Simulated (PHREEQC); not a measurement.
Dissolve 4.9 mol/kgw MgCl2 and 0.025 mol/kgw NaHCO3 at 40 °C. Closed to the air; pH follows from the charge balance.

The numbers come from PHREEQC with the Pitzer model, pitzer.dat.

Precipitation was switched off in this run.

Task: Order these C species by the share of C that they hold, largest first: CO2, HCO3-, MgCO3, CO3-2.

Result: HCO3- (77 %), CO2 (12 %), MgCO3 (11 %), CO3-2 (0.55 %)

The pH is 4.57 and the ionic strength 14.7 mol/kgw. Examples of supersaturated solids here: Magnesite (slow to form). Others may be too. Complexes and solids missing from the database can't appear. In brines, pH and single-ion activities rest on the MacInnes convention. Away from 25 °C the constants follow the database's enthalpies or fits; those with neither stay at their 25 °C values.
